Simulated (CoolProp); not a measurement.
A closed Brayton cycle with carbon dioxide: compressor inlet 311.15 K and 8.8 MPa, high pressure 16.9 MPa, turbine inlet 890 K, compressor efficiency 0.89, turbine efficiency 0.85, recuperator effectiveness 0.9 (on enthalpy, no pinch check). Each further row changes one setting.

Values from CoolProp's reference Helmholtz-energy equation of state, Span 1996.

```tsv
case	thermal efficiency (%)	net work (kJ/kg)	compressor to turbine work	compressor exit (K)	turbine exit (K)
as stated	29.2	74.9	0.17	336.3	811.6
turbine inlet 840 K	28.3	69.4	0.18	336.3	764.3
compressor inlet 321.15 K	30.2	64.3	0.29	369.1	811.6
high pressure 14.4 MPa	25.4	58.0	0.16	330.0	830.5
recuperator effectiveness 0.5	15.4	74.9	0.17	336.3	811.6
```
